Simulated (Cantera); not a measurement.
## N2O furnace oxynitridation

A perfectly stirred reactor is fed with N₂O : H₂O = 1 : 0.079 (molar parts), at 0.132 atm; it is held at 1500 K, and followed from long to short residence time.

Cantera simulation using GRI-Mech 3.0 (53 species, 325 reactions); the numbers are that mechanism's predictions, not measurements. GRI-Mech 3.0 was tuned for natural gas; its chemistry of N2O as a main component is partial and can be far from experiment. The temperature is held fixed by assumption; the heat of reaction is taken as removed at once.

| τ (s) | x N₂O | x H₂O | x NO₂ | x H₂O₂ | x HO₂ | x NO |
|---|---|---|---|---|---|---|
| 0.53 | 0.115 | 0.0528 | 0.000254 | 1.23e-8 | 6.32e-7 | 0.0952 |
| 0.21 | 0.237 | 0.0558 | 0.000410 | 1.60e-8 | 1.33e-6 | 0.0858 |
| 0.084 | 0.421 | 0.0604 | 0.000622 | 2.36e-8 | 2.93e-6 | 0.0654 |
| 0.034 | 0.618 | 0.0653 | 0.000758 | 4.00e-8 | 6.14e-6 | 0.0407 |
| 0.013 | 0.776 | 0.0693 | 0.000671 | 7.52e-8 | 1.17e-5 | 0.0201 |
| 0.0054 | 0.857 | 0.0713 | 0.000433 | 1.26e-7 | 1.79e-5 | 0.00935 |
| 0.0022 | 0.897 | 0.0723 | 0.000198 | 1.83e-7 | 2.33e-5 | 0.00403 |
| 0.00086 | 0.915 | 0.0728 | 5.89e-5 | 2.23e-7 | 2.60e-5 | 0.00162 |
| 0.00035 | 0.922 | 0.0730 | 1.17e-5 | 2.05e-7 | 2.34e-5 | 0.000657 |
| 0.00014 | 0.925 | 0.0731 | 1.19e-6 | 1.04e-7 | 1.36e-5 | 0.000249 |
x: mole fraction; the columns are a selection and need not sum to one.
